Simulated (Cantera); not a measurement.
**Gas-phase reforming**

A perfectly stirred reactor is fed with CH4 : CO2 = 1 : 4.5 (molar parts), at 0.197 atm; it is held at 1875 K, and followed from long to short residence time.

Detailed kinetics in Cantera: GRI-Mech 3.0 (53 species, 325 reactions).

| τ (s) | x CH4 | x CO2 | x H2O2 | x H2O | x CH3 |
|---|---|---|---|---|---|
| 0.93 | 0.00236 | 0.287 | 1.95e-11 | 0.189 | 0.000140 |
| 0.30 | 0.00532 | 0.309 | 2.04e-11 | 0.188 | 0.000318 |
| 0.095 | 0.0109 | 0.367 | 2.09e-11 | 0.183 | 0.000639 |
| 0.031 | 0.0224 | 0.460 | 1.74e-11 | 0.164 | 0.00117 |
| 0.0098 | 0.0477 | 0.577 | 9.65e-12 | 0.115 | 0.00202 |
| 0.0031 | 0.0891 | 0.694 | 3.42e-12 | 0.0513 | 0.00310 |
| 0.0010 | 0.134 | 0.774 | <1e-12 | 0.0128 | 0.00393 |
| 0.00032 | 0.168 | 0.810 | <1e-12 | 0.00148 | 0.00338 |
| 0.00010 | 0.180 | 0.817 | <1e-12 | 0.000120 | 0.00149 |
x: mole fraction; the columns are a selection and need not sum to one.
